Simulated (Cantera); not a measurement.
A closed system holds: 1 mol CH2F2, 7.5 mol H2.

These are equilibrium values from Cantera (NASA tables, ideal gas, pure condensed phases), not measurements of a reactor. Candidate condensed phases: C, C6H6, C7H8, C8H18; 95 gas species. Rates play no part.

### Question
What condenses at these points (T in K, P in Pa): (1123, 32); (1923, 1); (1523, 100000); (1523, 1000); (3323, 32000)?

### Answer
| T (K) | P in Pa | condensed phases | C condensed (%) |
|---|---|---|---|
| 1123 | 32 | C | 100.0 |
| 1923 | 1 | C | 99.4 |
| 1523 | 100000 | C | 98.6 |
| 1523 | 1000 | C | 100.0 |
| 3323 | 32000 | gas only | 0.0 |
